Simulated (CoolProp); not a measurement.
A single-stage vapour-compression cycle with R123: evaporating at 312.15 K (dew point), condensing at 377.15 K (bubble point), superheat 2 K, subcooling 8 K, compressor efficiency 0.6, no pressure losses. Each further row changes one setting.

Values from CoolProp's reference Helmholtz-energy equation of state, Younglove 1994. It is a modified Benedict-Webb-Rubin equation, recast in Helmholtz form.

```json
[
 {"case": "as stated", "cooling COP": "[?]", "pressure ratio": "5.74", "discharge temperature (K)": "390.8", "refrigerating effect (kJ/kg)": "105", "volumetric capacity (kJ/m³)": "974"},
 {"case": "evaporating temperature 317.15 K", "cooling COP": "2.50", "pressure ratio": "4.88", "discharge temperature (K)": "389.4", "refrigerating effect (kJ/kg)": "108", "volumetric capacity (kJ/m³)": "1170"},
 {"case": "condensing temperature 372.15 K", "cooling COP": "2.48", "pressure ratio": "[?]", "discharge temperature (K)": "[?]", "refrigerating effect (kJ/kg)": "111", "volumetric capacity (kJ/m³)": "1030"},
 {"case": "subcooling 13 K", "cooling COP": "2.33", "pressure ratio": "5.74", "discharge temperature (K)": "390.8", "refrigerating effect (kJ/kg)": "111", "volumetric capacity (kJ/m³)": "1030"},
 {"case": "superheat 12 K", "cooling COP": "2.26", "pressure ratio": "5.74", "discharge temperature (K)": "401.7", "refrigerating effect (kJ/kg)": "[?]", "volumetric capacity (kJ/m³)": "[?]"},
 {"case": "compressor efficiency 0.5", "cooling COP": "[?]", "pressure ratio": "5.74", "discharge temperature (K)": "401.7", "refrigerating effect (kJ/kg)": "105", "volumetric capacity (kJ/m³)": "974"}
]
```

Question: Some entries are withheld; supply them.

Answer: 
- as stated, cooling COP: 2.21
- condensing temperature 372.15 K, pressure ratio: 5.14
- condensing temperature 372.15 K, discharge temperature (K): 385.7
- superheat 12 K, refrigerating effect (kJ/kg): 112
- superheat 12 K, volumetric capacity (kJ/m³): 1000
- compressor efficiency 0.5, cooling COP: 1.84
